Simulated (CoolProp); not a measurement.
Octamethyltrisiloxane (MDM) at several states: fugacity coefficient from the reference equation and from simpler models built on Tc = 292.2 °C, pc = 1.438 MPa, ω = 0.528; each cubic takes its own stable root.

Values from CoolProp's reference Helmholtz-energy equation of state, Thol 2017.

```tsv
T (°C)	p (MPa)	phase	reference	van der Waals	Redlich-Kwong	Soave-Redlich-Kwong	Peng-Robinson
284.45	0.625	gas	(withheld)	0.8674	0.8494	0.8474	0.8335
51.65	0.115	liquid	0.02091	0.7839	0.1586	0.02153	(withheld)
155.95	2.88	liquid	0.04679	0.1844	(withheld)	0.04792	0.04608
173.95	0.0429	gas	0.9758	0.9846	0.9804	0.9768	0.9755
```

Problem. Some entries are withheld; supply them.

Solution. 
- 284.45, reference: 0.8484
- 51.65, Peng-Robinson: 0.02316
- 155.95, Redlich-Kwong: 0.09922
